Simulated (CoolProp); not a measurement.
Vapour-liquid equilibrium of acetone (1) + n-dodecane (2) at 364.3 K; x and y are mole fractions of (1).

The numbers come from the multi-fluid Helmholtz-energy mixture model, Lemmon 2006 and Lemmon 2004; pair parameters Bell 2016 in CoolProp.

**Question.** Give the bubble pressure and the first vapour's composition at x = 0.05, 0.35, 0.95. Is there an azeotrope?

**Answer.** x = 0.05: 0.2022 bar, y = 0.937; x = 0.35: 1.673 bar, y = 0.994; x = 0.95: 2.796 bar, y = 0.999. No azeotrope shows between x = 0.05 and 0.95.

The pair parameters rest on a limited set of measurements; away from them the model extrapolates. With so large a gap from Raoult's law the liquid may split in two, which this calculation doesn't test in full.
